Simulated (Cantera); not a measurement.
Standard-state values (1 bar) from the NASA 1993 polynomials, evaluated with Cantera. Values are per mole of reaction as written; species without (g) are pure solids or liquids, kept so even where they would boil at 1 bar.

3 H₂(g) + 2 BN = 2 B + 2 NH₃(g), with ΔH° = 409.9 kJ and ΔS° = -24.6 J/K at 300 K.

Problem. How far is the shortcut ΔG° ≈ ΔH°(300 K) − T·ΔS°(300 K) from the full temperature-dependent value at 2448, 2498, 2548, 2598, 2648, 2698, 2748 K?

Solution. 
```tsv
T (K)	shortcut (kJ)	full (kJ)	difference (kJ)	difference in log10 K	condensed phases
2448	470.2	533.8	-63.6	1.36	BN(s), B(l)
2498	471.4	534.7	-63.3	1.32	BN(s), B(l)
2548	472.6	535.6	-63.0	1.29	BN(s), B(l)
2598	473.9	536.6	-62.7	1.26	BN(s), B(l)
2648	475.1	537.5	-62.4	1.23	BN(s), B(l)
2698	476.3	538.4	-62.0	1.20	BN(s), B(l)
2748	477.5	539.2	-61.7	1.17	BN(s), B(l)
```
The shortcut ignores heat capacities and the phase changes listed.
